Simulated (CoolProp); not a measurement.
Properties of R22 along the isotherm 500 K.

The numbers come from the reference Helmholtz-energy equation of state, Kamei 1995 in CoolProp.

| p (MPa) | phase | Z | Joule-Thomson coefficient (K/MPa) | fugacity coefficient |
|---|---|---|---|---|
| 0.624 | gas | 0.9856 | 5.180 | 0.9858 |
| 1.25 | gas | 0.9711 | 5.197 | 0.9716 |
| 1.87 | gas | 0.9565 | 5.210 | 0.9578 |
| 2.5 | gas | 0.9417 | 5.216 | 0.9438 |
| 3.12 | gas | 0.9270 | 5.215 | 0.9303 |
| 3.74 | gas | 0.9123 | 5.206 | 0.9169 |
| 4.37 | gas | 0.8975 | 5.187 | 0.9034 |
| 4.99 | gas | 0.8829 | 5.158 | 0.8904 |
| 5.61 | supercritical | 0.8685 | 5.119 | 0.8775 |
| 6.24 | supercritical | 0.8541 | 5.066 | 0.8647 |
| 6.86 | supercritical | 0.8402 | 5.002 | 0.8522 |
| 7.49 | supercritical | 0.8264 | 4.922 | 0.8398 |
